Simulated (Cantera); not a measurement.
A closed system holds: 1 mol Si₃N₄, 0.21 mol O₂, 0.0033 mol H₂O, held at 50.0 Pa.

Equilibrium computed with Cantera from the NASA thermochemical tables; the gas is ideal and each condensed phase is pure. Candidate condensed phases: H₂O, Si, SiO₂, Si₂N₂O, Si₃N₄; 35 gas species. Mutual solubility and eutectic melting of coexisting phases are not modelled. Kinetics and transport are ignored.

Which condensed phases are stable at each of these points (T (°C)): 1227, 1302, 1377, 1452, 1527, 1602, 1677, 1752, 1827?


```tsv
T (°C)	condensed phases	Si condensed (%)
1227	Si₂N₂O(s) + Si₃N₄(s)	100.0
1302	Si₂N₂O(s) + Si₃N₄(s)	100.0
1377	Si(s) + Si₂N₂O(s)	95.7
1452	Si(l)	85.7
1527	Si(l)	85.3
1602	Si(l)	84.3
1677	Si(l)	81.6
1752	Si(l)	74.7
1827	Si(l)	54.8
```

From 1227 °C to 1302 °C the condensed part is Si₂N₂O(s) + Si₃N₄(s). At 1377 °C the condensed part is Si(s) + Si₂N₂O(s). From 1452 °C to 1827 °C the condensed part is Si(l).
